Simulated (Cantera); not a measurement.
## C2F6 + H2 (fluorocarbon and chlorocarbon gases)

A closed system holds: 1 mol C2F6, 0.46 mol H2, equilibrated at 13300 Pa.

These are equilibrium values from Cantera (NASA tables, ideal gas, pure condensed phases), not measurements of a reactor. Candidate condensed phases: C, C6H6, C7H8, C8H18; 95 gas species. The feed counts by its element totals alone. The tables' values for C2F4 are old estimates; treat these amounts as uncertain. Gases not in the tables: C2F6 and larger saturated fluorocarbons. Equilibrium is a limit: real reactors are often held back by kinetics, nucleation or transport.

```
T (°C)  log p CF4  log p HF  log p CF2  log p F  log p CF3  n C(graphite)
------  ---------  --------  ---------  -------  ---------  -------------
952         -1.11     -1.25      -7.12    -8.46      -7.11          0.730
1052        -1.11     -1.25      -6.21    -7.44      -6.38          0.730
1152        -1.11     -1.25      -5.44    -6.56      -5.75          0.730
1252        -1.11     -1.25      -4.77    -5.80      -5.21          0.730
1352        -1.11     -1.25      -4.18    -5.13      -4.73          0.729
1452        -1.11     -1.25      -3.66    -4.54      -4.31          0.728
1552        -1.12     -1.25      -3.20    -4.02      -3.94          0.725
1652        -1.12     -1.26      -2.79    -3.55      -3.61          0.717
1752        -1.13     -1.26      -2.43    -3.13      -3.32          0.700
1852        -1.16     -1.27      -2.11    -2.75      -3.06          0.667
1952        -1.21     -1.29      -1.83    -2.41      -2.85          0.609
2052        -1.30     -1.32      -1.60    -2.11      -2.69          0.515
2152        -1.45     -1.36      -1.42    -1.86      -2.60          0.385
```
log p: log10 of the partial pressure in bar; n: condensed amount in mol.

From 952 °C to 2152 °C the condensed part is C(graphite). The main C-bearing gas is CF4 at 952 °C and CF2 at 2152 °C.
